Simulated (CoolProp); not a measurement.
The fluid at 293.15 K and 7.9 MPa flows at 23 m/s in a round tube of 10 mm bore and 0.25 µm roughness, fully developed (64/Re and Nu = 3.66 if laminar; Colebrook and Gnielinski if turbulent). The same conditions are run with several fluids, on thermodynamics alone (safety and materials aside).

Computed with CoolProp (reference Helmholtz-energy equation of state of each fluid (CF4 (R14): Platzer 1990; dry air: Lemmon 2000; normal hydrogen: Leachman 2009; C2F6 (R116): Lemmon 2006; methane: Setzmann 1991)). The equations of Platzer and Polt are older, rougher fits. Blends and air are pseudo-pure fits.

| fluid | Reynolds number | Darcy friction factor | pressure drop (Pa/m) | heat-transfer coefficient (W/(m² K)) | mass flow (kg/h) |
|---|---|---|---|---|---|
| CF4 (R14) | 3440000 | ___ | 112000 | 12200 | 2610 |
| dry air | ___ | ___ | 30200 | 4070 | ___ |
| normal hydrogen | 161000 | ___ | 2720 | ___ | 40.6 |
| C2F6 (R116) | 2340000 | 0.0110 | 333000 | 29700 | ___ |
| methane | 1070000 | 0.0121 | ___ | 6150 | 390 |

### Question
Some entries are withheld; supply them.

### Answer

- CF4 (R14), Darcy friction factor: 0.0106
- dry air, Reynolds number: 1100000
- dry air, Darcy friction factor: 0.0120
- dry air, mass flow (kg/h): 619
- normal hydrogen, Darcy friction factor: 0.0165
- normal hydrogen, heat-transfer coefficient (W/(m² K)): 4910
- C2F6 (R116), mass flow (kg/h): 7450
- methane, pressure drop (Pa/m): 19100

Transport values come from each fluid's own correlations; those of CF4 (R14), C2F6 (R116) are estimates that may be off by 10 % or more.
